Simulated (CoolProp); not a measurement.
R152A along the isobar 53.4 bar: density (kg/m³) from the reference equation and from simpler models built on Tc = 113.3 °C, pc = 45.17 bar, ω = 0.275; each cubic takes its own stable root.

Computed with CoolProp (reference Helmholtz-energy equation of state, Outcalt 1996). It is a modified Benedict-Webb-Rubin equation, recast in Helmholtz form.

```csv
T (°C),phase,reference,Soave-Redlich-Kwong,Peng-Robinson
75.05,liquid,777.4,625.3,705.5
89.25,liquid,723.6,570.5,641.5
103.45,liquid,652.4,499.0,557.3
117.75,supercritical,513.6,379.3,414.7
131.95,supercritical,220.4,202.8,214.8
146.15,supercritical,170.9,161.8,170.1
160.35,supercritical,147.7,141.3,147.7
174.65,supercritical,132.7,127.6,132.9
188.85,supercritical,121.9,117.6,122.1
```
